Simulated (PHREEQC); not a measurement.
A column of 0.5 m (30 cells, dispersivity 0.04 m, 60 s a shift, diffusion coefficient 3e-10 m²/s) holds 0.0028 eq of the database's cation exchanger X per kg of pore water, first in equilibrium with 0.0014 mol/kgw KBr and 1e-05 mol/kgw HCl. It is flushed with 1.9 mmol/kgw Na2SO4 and 0.01 mmol/kgw HCl, at 25 °C. Values are for the last cell. The system is closed to CO2. Precipitation was switched off in this run.

Model: ion-association model, phreeqc.dat, run in PHREEQC.

Q: Predict Na in solution (mol/kgw) at pore volumes = 0.55, 0.8167, 2.55, 2.683.

A: 
| pore volumes | Na in solution (mol/kgw) |
|---|---|
| 0.55 | 5.75e-5 |
| 0.8167 | 0.000534 |
| 2.55 | 0.00321 |
| 2.683 | 0.00326 |

Species that the database lacks are ignored.
